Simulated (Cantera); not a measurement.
A Cantera script and its output.

```python
import numpy as np
import cantera as ct

surf = ct.Interface("diamond.yaml", "diamond_100")
gas, bulk = surf.adjacent["gas"], surf.adjacent["diamond"]
k = surf.kinetics_species_index(bulk.species_names[0])
cover = ["c6HH", "c6H*", "c6*H", "c6**", "c6HM", "c6B"]

rows, drift = [], 0.0
print(f"{'xH':>10s}{'um/h':>11s}" + "".join(f"{s:>11s}" for s in cover))
for v in [0.0001, 0.00025, 0.00061, 0.0015, 0.0038, 0.0093, 0.023, 0.057, 0.14]:
    T, P, xH, xCH3 = 1075, 3700, v, 4.8e-05
    gas.TPX = T, P, {"H": xH, "CH3": xCH3, "CH4": 0.006, "H2": 1 - xH - xCH3 - 0.006}
    surf.TP = bulk.TP = T, P
    surf.coverages = "c6H*:0.1, c6HH:0.9"
    surf.advance_coverages(100.0)
    before = surf.coverages
    surf.advance_coverages(100.0)
    drift = max(drift, np.max(np.abs(surf.coverages - before) / (surf.coverages + 1e-9)))
    rate = surf.net_production_rates[k] * bulk.mean_molecular_weight / bulk.density * 3.6e9
    rows.append([rate, *surf[cover].coverages])
    print(f"{v:10.4g}{rate:11.4e}" + "".join(f"{x:11.3e}" for x in rows[-1][1:]))
```

Output:

```
        xH       um/h       c6HH       c6H*       c6*H       c6**       c6HM        c6B
    0.0001 6.7828e-02  5.989e-01  2.147e-02  3.611e-01  5.367e-03  8.215e-03  1.841e-10
   0.00025 1.7166e-01  5.576e-01  2.352e-02  3.956e-01  9.236e-03  9.079e-03  4.658e-10
   0.00061 3.6286e-01  5.392e-01  2.445e-02  4.112e-01  1.239e-02  8.395e-03  9.846e-10
    0.0015 6.3935e-01  5.324e-01  2.492e-02  4.190e-01  1.433e-02  6.244e-03  1.735e-09
    0.0038 9.2397e-01  5.307e-01  2.520e-02  4.233e-01  1.535e-02  3.627e-03  2.507e-09
    0.0093 1.1132e+00  5.306e-01  2.537e-02  4.255e-01  1.580e-02  1.799e-03  3.021e-09
     0.023 1.2158e+00  5.308e-01  2.555e-02  4.265e-01  1.602e-02  7.967e-04  3.299e-09
     0.057 1.2645e+00  5.309e-01  2.585e-02  4.267e-01  1.615e-02  3.347e-04  3.431e-09
      0.14 1.2895e+00  5.308e-01  2.652e-02  4.261e-01  1.631e-02  1.390e-04  3.499e-09
```

Model: the Harris–Goodwin 1993 mechanism for the reconstructed diamond (100) surface, integrated in Cantera.
